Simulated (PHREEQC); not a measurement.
Make-up at 84 °C: 0.001 mol/kgw NaOH, 0.007 mol/kgw CaCl2 and 1.9e-05 mol/kgw KBr. Closed to the air; pH follows from the charge balance.

Computed with PHREEQC (ion-association model, phreeqc.dat).

No solid was allowed to form.

Question: Predict the pH, specific conductance.

Answer: pH 9.44; specific conductance 4870 µS/cm.

Away from 25 °C the constants follow the database's enthalpies or fits; those with neither stay at their 25 °C values.
